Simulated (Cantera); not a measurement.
Mixture: CO : H2 : O2 : N2 : H2O = 1 : 0.49 : 1.05 : 3.95 : 1.9 (molar parts), equivalence ratio 0.71, at 1.01 bar, adiabatic and at constant volume. Ignition delay is the time to a rise of 400 K.

Cantera simulation using GRI-Mech 3.0 (53 species, 325 reactions); the numbers are that mechanism's predictions, not measurements. Where the delays flatten at high temperature, the 400 K rule measures the pace of heat release, not the induction time.

What does this change do: pressure from 1.01 bar to 10.0 bar?


```csv
quantity,before,after
delay at 1050 K,2.02 ms,3.68 ms
delay at 1150 K,0.185 ms,0.608 ms
delay at 1250 K,82.7 µs,0.122 ms
delay at 1350 K,53.4 µs,27.6 µs
delay at 1450 K,40.7 µs,8.22 µs
```
The hydrogen kinetics of GRI-Mech 3.0 are dated; newer H2 mechanisms differ, most at raised pressure.

What does this change do: CO 1 to 1.4 parts?


| quantity | before | after |
|---|---|---|
| delay at 1050 K | 2.02 ms | 1.55 ms |
| delay at 1150 K | 0.185 ms | 0.181 ms |
| delay at 1250 K | 82.7 µs | 82.8 µs |
| delay at 1350 K | 53.4 µs | 53.4 µs |
| delay at 1450 K | 40.7 µs | 40.3 µs |
